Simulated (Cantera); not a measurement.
A Cantera script and its output.

```python
import numpy as np
import cantera as ct

gas = ct.Solution("h2o2.yaml")
gas.TPX = 1375, 11000, {'H2': 0.53, 'O2': 1, 'N2': 15}
inlet = ct.Reservoir(gas, clone=True)

reactor = ct.IdealGasConstPressureReactor(gas, energy="off", clone=False)
exhaust = ct.Reservoir(gas, clone=True)
tau = [2, 1.1, 0.57, 0.31, 0.17, 0.089, 0.048, 0.026, 0.014, 0.0074][0]
for a, b in ((inlet, reactor), (reactor, exhaust)):
    ct.MassFlowController(a, b, mdot=lambda t: reactor.mass / tau)
net = ct.ReactorNet([reactor])
show = ['H2', 'O2', 'H', 'OH', 'HO2', 'O', 'H2O2']

rows = []
print(f"{'tau/s':>10s}{'T/K':>9s}" + "".join(f"{s:>11s}" for s in show))
for tau in [2, 1.1, 0.57, 0.31, 0.17, 0.089, 0.048, 0.026, 0.014, 0.0074]:
    net.initial_time = 0.0
    net.advance(30 * tau)
    before = gas.X
    net.advance(40 * tau)
    drift = np.max(np.abs(gas.X - before) / (gas.X + 1e-9))
    rows.append([gas.T, *gas[show].X, drift])
    print(f"{tau:10.3e}{gas.T:9.1f}" + "".join(f"{x:11.3e}" for x in gas[show].X))
```

Result:

```
     tau/s      T/K         H2         O2          H         OH        HO2          O       H2O2
 2.000e+00   1375.0  7.771e-05  4.505e-02  3.823e-05  3.416e-04  4.948e-07  1.867e-04  3.186e-08
 1.100e+00   1375.0  1.147e-04  4.500e-02  6.916e-05  4.161e-04  6.284e-07  2.771e-04  4.050e-08
 5.700e-01   1375.0  1.754e-04  4.494e-02  1.321e-04  5.159e-04  7.890e-07  4.265e-04  5.179e-08
 3.100e-01   1375.0  2.586e-04  4.487e-02  2.390e-04  6.282e-04  9.418e-07  6.330e-04  6.379e-08
 1.700e-01   1375.0  3.762e-04  4.478e-02  4.247e-04  7.599e-04  1.087e-06  9.281e-04  7.674e-08
 8.900e-02   1375.0  5.567e-04  4.465e-02  7.757e-04  9.268e-04  1.227e-06  1.386e-03  9.115e-08
 4.800e-02   1375.0  7.953e-04  4.452e-02  1.344e-03  1.109e-03  1.338e-06  2.000e-03  1.042e-07
 2.600e-02   1375.0  1.107e-03  4.439e-02  2.234e-03  1.306e-03  1.423e-06  2.810e-03  1.151e-07
 1.400e-02   1375.0  1.496e-03  4.427e-02  3.538e-03  1.511e-03  1.482e-06  3.826e-03  1.230e-07
 7.400e-03   1375.0  1.966e-03  4.421e-02  5.264e-03  1.711e-03  1.519e-06  4.994e-03  1.277e-07
```

Cantera simulation using the H2/O2 subset of GRI-Mech 3.0, which has no nitrogen chemistry; the numbers are that mechanism's predictions, not measurements.
